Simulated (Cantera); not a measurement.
Input: 1 mol Fe2O3, 1.3 mol CH4, 0.18 mol CO, at 1600 Pa.

Cantera equilibrium calculation (NASA polynomials, part measured and part estimated; ideal gas, pure solids and liquids). Candidate condensed phases: C, C6H6, C7H8, C8H18, Fe, Fe(CO)5, FeO, Fe(OH)2, Fe(OH)3, Fe2O3, Fe3O4, H2O; 114 gas species. Each liquid is taken as pure. Mutual solubility and eutectic melting of coexisting phases are not modelled. The tables' stoichiometric FeO is somewhat more stable than real wüstite, so its field is too wide. FeO: taken at fixed stoichiometry. Kinetics and transport are ignored.

x: gas mole fraction; n: condensed amount in mol.

| T (K) | x H2 | x CO | x H2O | x Fe | x CO2 | x H | n Fe(α) | n FeO(s) | n Fe(γ) | n Fe(δ) | n FeO(l) | n Fe(l) |
|---|---|---|---|---|---|---|---|---|---|---|---|---|
| 925 | 0.556 | 0.280 | 0.0810 | <1e-12 | 0.0826 | 1.54e-9 | 0.967 | 1.03 | 0 | 0 | 0 | 0 |
| 1075 | 0.525 | 0.295 | 0.112 | 2.82e-11 | 0.0678 | 8.41e-8 | 1.03 | 0.966 | 0 | 0 | 0 | 0 |
| 1225 | 0.494 | 0.303 | 0.143 | 7.05e-9 | 0.0598 | 1.73e-6 | 0 | 0.871 | 1.13 | 0 | 0 | 0 |
| 1375 | 0.467 | 0.308 | (withheld) | (withheld) | (withheld) | (withheld) | 0 | (withheld) | 1.21 | 0 | 0 | 0 |
| 1525 | 0.446 | 0.313 | 0.191 | 1.58e-5 | 0.0498 | 0.000125 | 0 | 0.716 | 1.28 | 0 | 0 | 0 |
| 1675 | 0.432 | 0.317 | 0.204 | 0.000259 | 0.0452 | 0.000604 | 0 | 0 | 0 | 1.32 | 0.681 | 0 |
| 1825 | 0.435 | 0.324 | 0.198 | (withheld) | (withheld) | (withheld) | 0 | 0 | 0 | 0 | 0.733 | 1.26 |
| 1975 | 0.423 | 0.322 | 0.198 | 0.0171 | 0.0335 | 0.00703 | 0 | 0 | 0 | 0 | 0.734 | 1.19 |
| 2125 | 0.384 | 0.300 | 0.183 | 0.0850 | 0.0284 | 0.0178 | 0 | 0 | 0 | 0 | 0.735 | 0.876 |

What belongs in the gaps?


- 1375, x H2O: 0.170
- 1375, x Fe: 5.13e-7
- 1375, x CO2: 0.0543
- 1375, x H: 1.85e-5
- 1375, n FeO(s): 0.785
- 1825, x Fe: 0.00261
- 1825, x CO2: 0.0376
- 1825, x H: 0.00230
